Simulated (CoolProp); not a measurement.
Computed with CoolProp (reference Helmholtz-energy equation of state, Thol 2018).

Problem. Give the vapour pressure (bar), liquid density (kg/m³), vapour density (kg/m³), enthalpy of vaporisation (kJ/kg) of saturated hydrogen chloride at 185.2 K.

Solution. 
```json
[
 {"T (K)": "185.2", "p (bar)": "0.853", "liquid density (kg/m³)": "1190", "vapour density (kg/m³)": "2.08", "enthalpy of vaporisation (kJ/kg)": "447"}
]
```
